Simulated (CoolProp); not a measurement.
The fluid at 486.62 K and 0.593 MPa is compressed adiabatically to 3.04 MPa with isentropic efficiency 1. The same conditions are run with several fluids, on thermodynamics alone (safety and materials aside).

Computed with CoolProp (reference Helmholtz-energy equation of state of each fluid (hexamethyldisiloxane (MM): Thol 2016; dimethyl carbonate: Zhou 2011; ammonia: Gao 2020)).

```tsv
fluid	work (kJ/kg)	final temperature (K)	final phase	final density (kg/m³)
hexamethyldisiloxane (MM)	25.2	?	?	345
dimethyl carbonate	?	?	gas	?
ammonia	?	665.2	gas	?
```

Complete the blanks.


- hexamethyldisiloxane (MM), final temperature (K): 542.9
- hexamethyldisiloxane (MM), final phase: supercritical
- dimethyl carbonate, work (kJ/kg): 66.0
- dimethyl carbonate, final temperature (K): 548.3
- dimethyl carbonate, final density (kg/m³): 83.5
- ammonia, work (kJ/kg): 452
- ammonia, final density (kg/m³): 9.50
